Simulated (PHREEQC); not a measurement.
PHREEQC input (Pitzer model, pitzer.dat):

```
SOLUTION 1
  temp 50
  units mol/kgw
  pH 7 charge
  S(6) 0.036
  Na 0.079
  Cl 0.007
END
USE solution 1
INCREMENTAL_REACTIONS false
REACTION 1
  H2O -1
  0 9.886 18.011 24.689 30.178 34.689 38.397 41.444
  43.949 46.007 47.699 49.089 50.232 51.172 51.944 52.578
  53.1 53.528 53.88 54.17 54.408 54.603 54.764 54.896
  55.005 55.094 55.168 55.228 moles
EQUILIBRIUM_PHASES 1
  Halite 0 0
  Mirabilite 0 0
  Thenardite 0 0
SELECTED_OUTPUT 1
  -reset false
  -pH true
  -pe true
  -ionic_strength true
  -water true
  -activities H2O
  -totals Cl Na S
  -molalities H+ Na+ Cl- SO4-2 OH- HSO4-
  -equilibrium_phases Halite Mirabilite Thenardite
PRINT
  -reset false
END
```

Selected output (columns that matter, 13 of 28 rows; water left (kg) added in front):

```
water left (kg)	pH	mu	Cl	Na	S	m_H+	m_Na+	m_Cl-	m_SO4-2	m_OH-	la_H2O	Thenardite
1	6.8883	0.115	0.007	0.079	0.036	1.8467e-07	0.079	0.007	0.036	5.653e-07	-0.00080551	0
0.675514	6.9226	0.17024	0.010362	0.11695	0.053293	1.813e-07	0.11695	0.010362	0.053292	6.3677e-07	-0.0011674	0
0.456313	6.9562	0.25202	0.01534	0.17313	0.078893	1.7947e-07	0.17313	0.01534	0.078893	7.177e-07	-0.0016906	0
0.253345	7.0043	0.45393	0.02763	0.31183	0.1421	1.7971e-07	0.31183	0.02763	0.1421	8.5562e-07	-0.0029424	0
0.171138	7.0342	0.67197	0.040903	0.46162	0.21036	1.8156e-07	0.46162	0.040903	0.21036	9.5634e-07	-0.0042528	0
0.115613	7.062	0.9947	0.060547	0.68332	0.31138	1.8397e-07	0.68332	0.060547	0.31138	1.0605e-06	-0.0061417	0
0.0641769	7.1003	1.7919	0.10907	1.231	0.56095	1.8471e-07	1.231	0.10907	0.56095	1.2123e-06	-0.010677	0
0.0433504	7.1243	2.6528	0.16147	1.8224	0.83044	1.7807e-07	1.8224	0.16147	0.83044	1.3001e-06	-0.015533	0
0.0292979	7.1481	3.9252	0.23892	2.6964	1.2288	1.5935e-07	2.6964	0.23892	1.2288	1.3678e-06	-0.022879	0
0.0197855	7.171	5.8123	0.35379	3.9928	1.8195	1.2363e-07	3.9928	0.35379	1.8195	1.4105e-06	-0.034407	0
0.0133718	7.1871	8.6002	0.52349	5.908	2.6922	7.3844e-08	5.908	0.52349	2.6922	1.4337e-06	-0.052837	0
0.00742651	7.1615	8.5776	0.94257	6.0326	2.545	6.5934e-08	6.0326	0.94257	2.545	1.3825e-06	-0.059003	0.0171
0.00501236	7.1275	8.1219	1.3965	5.8801	2.2418	6.3568e-08	5.8801	1.3965	2.2418	1.313e-06	-0.062944	0.024763
```

At this temperature some constants are extrapolated from 25 °C, and those without enthalpy data are left unchanged.
